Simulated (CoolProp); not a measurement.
Saturated liquid density (kg/m³) of sulfur dioxide: the reference equation beside estimates from Tc = 157.5 °C, pc = 7.887 MPa, ω = 0.256.

Model: reference Helmholtz-energy equation of state, Gao 2016, in CoolProp.

| T (°C) | reference | van der Waals | Redlich-Kwong | Soave-Redlich-Kwong | Peng-Robinson |
|---|---|---|---|---|---|
| 19.95 | 1381 | 818.8 | 1191 | 1238 | 1400 |
| 27.85 | 1359 | 806.2 | 1169 | 1217 | 1377 |
| 35.85 | 1336 | 792.9 | 1145 | 1194 | 1353 |
| 43.85 | 1312 | 779.2 | 1121 | 1170 | 1327 |
| 51.85 | 1287 | 764.8 | 1095 | 1146 | 1299 |
| 59.75 | 1262 | 750.1 | 1069 | 1120 | 1270 |
| 67.75 | 1236 | 734.5 | 1041 | 1092 | 1239 |
| 75.75 | 1208 | 718.2 | 1011 | 1062 | 1206 |
| 83.75 | 1179 | 701.0 | 980.2 | 1031 | 1170 |

Absolute difference from the reference over all 9 rows, mean and median: van der Waals 40.6 and 40.6 %, Redlich-Kwong 15.1 and 14.9 %, Soave-Redlich-Kwong 11.2 and 11.0 %, Peng-Robinson 0.9 and 0.9 %.
